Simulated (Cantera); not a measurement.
Input: 1 mol AlI3, 21 mol N2, 140 mol H2, held at 1648 K and 0.133 bar.

Method: chemical equilibrium by Gibbs-energy minimisation in Cantera with the NASA 1993 tables (ideal gas, pure condensed phases). Candidate condensed phases: Al, AlI3, AlN, I2; 19 gas species. Equilibrium is a limit: real reactors are often held back by kinetics, nucleation or transport.

Base state: H2 0.855, N2 0.126, I 0.0107, HI 0.00651, AlI 0.00117, H 0.000226 (mole fractions); condensed: AlN(s).

Question: What changes in the equilibrium state with this change: pressure from 0.133 bar to 1.33 mbar?

Answer: 
| species | before | after |
|---|---|---|
| H2 | 0.855 | 0.851 |
| N2 | 0.126 | 0.128 |
| I | 0.0107 | 0.0116 |
| HI | 0.00651 | 0.000706 |
| AlI | 0.00117 | 0.00593 |
| Al | 3.49e-7 | 0.000162 |
| H | 0.000226 | 0.00225 |
| AlN(s), mol | 0.809 | 0 |
